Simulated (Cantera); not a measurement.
Cantera run, input and output.

```python
import numpy as np
import cantera as ct

gas = ct.Solution("gri30.yaml")
gas.TPX = 1298, 2666, {'N2O': 1}
reactor = ct.IdealGasConstPressureReactor(gas, energy="off", clone=False)
net = ct.ReactorNet([reactor])
net.rtol, net.atol = 1e-08, 1e-18
show = ['N2O', 'O', 'O2', 'NO', 'NO2', 'N2']
times = np.geomspace(4e-06, 70, 15)

steps = ct.SolutionArray(gas, extra=["t"])
rows = []
print(f"{'t/s':>10s}{'T/K':>9s}{'P/Pa':>11s}" + "".join(f"{s:>11s}" for s in show))
for t in times:
    while net.time < t:
        t_next = net.step()
        steps.append(gas.state, t=t_next)
    rows.append([np.interp(t, steps.t, y) for y in (steps.T, steps.P, *steps(*show).X.T)])
    print(f"{t:10.3e}{rows[-1][0]:9.1f}{rows[-1][1]:11.4g}" + "".join(f"{x:11.3e}" for x in rows[-1][2:]))
rate = np.gradient(steps.T, steps.t)
print("integrator steps:", len(steps.t))
if steps.T.max() > steps.T[0] + 200:
    print(f"time of steepest temperature rise: {steps.t[rate.argmax()]:.4e} s")
gas.TPX = 1298, 2666, {'N2O': 1}
gas.equilibrate("TP")
print(f"equilibrium (TP): T = {gas.T:.1f} K  " + "  ".join(f"{s} {gas[s].X[0]:.3e}" for s in show))
```

It prints:

```
       t/s      T/K       P/Pa        N2O          O         O2         NO        NO2         N2
 4.000e-06   1298.0       2666  1.000e+00  1.805e-07  1.902e-09  6.590e-10  3.200e-20  1.846e-07
 1.316e-05   1298.0       2666  1.000e+00  5.776e-07  2.019e-08  6.995e-09  3.574e-18  6.215e-07
 4.333e-05   1298.0       2666  1.000e+00  1.737e-06  2.062e-07  7.142e-08  3.743e-16  2.185e-06
 1.426e-04   1298.0       2666  1.000e+00  4.339e-06  1.853e-06  6.421e-07  3.003e-14  8.367e-06
 4.694e-04   1298.0       2666  9.999e-01  7.022e-06  1.229e-05  4.257e-06  1.317e-12  3.372e-05
 1.545e-03   1298.0       2666  9.998e-01  7.438e-06  5.379e-05  1.863e-05  2.517e-11  1.243e-04
 5.084e-03   1298.0       2666  9.993e-01  7.439e-06  1.915e-04  6.634e-05  3.165e-10  4.236e-04
 1.673e-02   1298.0       2666  9.977e-01  7.439e-06  6.441e-04  2.231e-04  3.477e-09  1.407e-03
 5.507e-02   1298.0       2666  9.925e-01  7.439e-06  2.127e-03  7.368e-04  3.463e-08  4.630e-03
 1.813e-01   1298.0       2666  9.756e-01  7.438e-06  6.935e-03  2.402e-03  2.825e-07  1.508e-02
 5.966e-01   1298.0       2666  9.225e-01  7.434e-06  2.201e-02  7.622e-03  1.557e-06  4.784e-02
 1.963e+00   1298.0       2666  7.725e-01  7.421e-06  6.463e-02  2.237e-02  5.904e-06  1.405e-01
 6.462e+00   1298.0       2666  4.539e-01  7.366e-06  1.552e-01  5.363e-02  1.751e-05  3.373e-01
 2.127e+01   1298.0       2666  1.028e-01  6.940e-06  2.552e-01  8.759e-02  3.456e-05  5.543e-01
 7.000e+01   1298.0       2666  2.679e-03  2.017e-06  2.844e-01  9.587e-02  7.576e-05  6.169e-01
integrator steps: 895
equilibrium (TP): T = 1298.0 K  N2O 4.534e-09  O 6.070e-07  O2 3.331e-01  NO 4.550e-04  NO2 1.020e-06  N2 6.664e-01
```

Computed with Cantera and GRI-Mech 3.0 (53 species, 325 reactions). GRI-Mech 3.0 was tuned for natural gas; its chemistry of N2O as a main component is partial and can be far from experiment. Radical loss at walls, strong at low pressure, is not modelled. The mechanism lacks the step 2 NO + O2 → 2 NO2, which can matter for NO2 below about 1400 K. The temperature is held fixed by assumption; the heat of reaction is taken as removed at once.
